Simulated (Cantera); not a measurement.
An isothermal, constant-pressure homogeneous reactor starts with C2H6 : H2 = 1 : 23 (molar parts), at 1850 K and 0.440 bar.

Detailed kinetics in Cantera: GRI-Mech 3.0 (53 species, 325 reactions). GRI-Mech 3.0 stops at C3 and has no aromatics, soot or wall deposition, so with more carbon than oxygen in the feed, carbon stays in small species such as C2H2 where larger ones or solid carbon would form.

x: mole fraction; the columns are a selection and need not sum to one.

| t (s) | x C2H6 | x H2 | x CH3 | x CH2 | x C2H2 |
|---|---|---|---|---|---|
| 6.00e-6 | 0.0135 | 0.938 | 0.00807 | 2.02e-5 | 0.000651 |
| 2.26e-5 | 0.000173 | 0.930 | 0.00376 | 1.05e-5 | 0.00754 |
| 8.54e-5 | 3.83e-5 | 0.933 | 0.00145 | 2.03e-6 | 0.0129 |
| 0.000322 | 1.53e-5 | 0.935 | 0.000793 | 6.69e-7 | 0.0154 |
| 0.00122 | ? | 0.936 | ? | ? | ? |
| 0.00459 | 9.12e-6 | 0.940 | 0.000608 | 5.05e-7 | 0.0202 |
| 0.0173 | 3.65e-6 | 0.948 | 0.000386 | 3.39e-7 | 0.0270 |
| 0.0654 | 6.80e-7 | 0.955 | 0.000164 | 1.53e-7 | 0.0336 |
| 0.247 | ? | 0.959 | ? | ? | 0.0363 |
| 0.931 | 1.09e-7 | 0.959 | 5.34e-5 | 5.22e-8 | 0.0367 |
| 3.51 | 1.09e-7 | 0.959 | 5.33e-5 | 5.21e-8 | 0.0367 |
| 13.3 | 1.09e-7 | 0.959 | 5.33e-5 | 5.21e-8 | 0.0367 |
| 50.0 | 1.09e-7 | 0.959 | 5.33e-5 | 5.21e-8 | 0.0367 |

### Question
What belongs in the gaps?

### Answer

- 0.00122, x C2H6: 1.27e-5
- 0.00122, x CH3: 0.000717
- 0.00122, x CH2: 5.81e-7
- 0.00122, x C2H2: 0.0168
- 0.247, x C2H6: 1.45e-7
- 0.247, x CH3: 6.63e-5
- 0.247, x CH2: 6.44e-8
